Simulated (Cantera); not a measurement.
Charge: 1 mol Al(CH3)3, 0.64 mol N2, 3.2 mol H2, 47 mol N2O, held at 2175 K and 11.0 Pa.

These are equilibrium values from Cantera (NASA tables, ideal gas, pure condensed phases), not measurements of a reactor. Candidate condensed phases: Al, AlN, Al2O3, C, C6H6, C7H8, C8H18, H2O; 148 gas species. The feed counts by its element totals alone. Kinetics and transport are ignored.

Base state: N2 0.572, O2 0.163, O 0.0888, H 0.0474, H2O 0.0452, OH 0.0277, CO 0.0197, CO2 0.0165 (mole fractions); condensed: Al2O3(s).

### Question
What changes in the equilibrium state with this change: N2 from 0.64 to 69 mol?

### Answer
```tsv
species	before	after
N2	0.572	0.752
O2	0.163	0.0827
O	0.0888	0.0631
H2O	0.0452	0.0186
CO2	0.0165	0.00729
OH	0.0277	0.0150
H2	0.0104	0.00600
CO	0.0197	0.0122
H	0.0474	0.0361
AlO2H	5.82e-5	3.73e-5
NO	0.00896	0.00731
AlO	2.97e-5	3.52e-5
Al2O3(s), mol	0.496	0.494
```
